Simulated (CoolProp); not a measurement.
1000 sccm (0 °C, 1 atm) of nitrogen bubbles through liquid hexamethyldisiloxane (MM) at 304.7 K and leaves saturated at a total pressure of 0.0708 MPa (ideal gas phase). Each further row changes one setting.

The numbers come from the reference Helmholtz-energy equation of state, Thol 2016 in CoolProp.

| case | vapour pressure (kPa) | mole fraction of vapour | delivery (mg/min) | delivery (sccm) | change of delivery for a bath 1 K warmer (%) |
|---|---|---|---|---|---|
| as stated | 7.70 | 0.109 | 885 | 122 | 5.5 |
| bath temperature 309.7 K | 9.75 | 0.138 | 1160 | 160 | 5.5 |
| total pressure 0.142 MPa | 7.70 | 0.0543 | 416 | 57.4 | 5.2 |
